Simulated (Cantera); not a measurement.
Feed: 1 mol Si2H6, 10 mol H2O, 0.3 mol H2, at 1330 Pa.

Method: chemical equilibrium by Gibbs-energy minimisation in Cantera with the NASA 1993 tables (ideal gas, pure condensed phases). Candidate condensed phases: H2O, Si, SiO2; 18 gas species. The feed counts by its element totals alone. The tables hold silica as quartz up to 1696 K and as liquid above; real silica turns to tridymite and cristobalite and melts near 1996 K. Kinetics and transport are ignored.

### Question
Which condensed phases are stable at each of these points (T (K)): 500, 600, 700, 800, 900, 1000, 1100, 1200, 1300, 1400, 1500, 1600, 1700?

### Answer
```tsv
T (K)	condensed phases	Si condensed (%)
500	SiO2(α-quartz)	100.0
600	SiO2(α-quartz)	100.0
700	SiO2(α-quartz)	100.0
800	SiO2(α-quartz)	100.0
900	SiO2(β-quartz)	100.0
1000	SiO2(β-quartz)	100.0
1100	SiO2(β-quartz)	100.0
1200	SiO2(β-quartz)	100.0
1300	SiO2(β-quartz)	100.0
1400	SiO2(β-quartz)	100.0
1500	SiO2(β-quartz)	100.0
1600	SiO2(β-quartz)	100.0
1700	SiO2(condensed)	100.0
```

From 500 K to 800 K the condensed part is SiO2(α-quartz). From 900 K to 1600 K the condensed part is SiO2(β-quartz). At 1700 K the condensed part is SiO2(condensed).
